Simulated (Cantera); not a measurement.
Feed: 1 mol B2O3, 6.1 mol H2O, at 0.0100 bar.

Equilibrium computed with Cantera from the NASA thermochemical tables; the gas is ideal and each condensed phase is pure. Candidate condensed phases: B, B2O3, B3O3H3, H2O; 23 gas species. Gases not in the tables: H3BO3. The numbers say what is thermodynamically allowed, not how fast it happens.

At 1300 °C, list the 5 most abundant gas species with their mole fractions, and the condensed phases.

H2O 0.721, HBO2 0.272, B2O3 0.00458, H2 0.00141, O2 0.000604. Condensed: gas only.
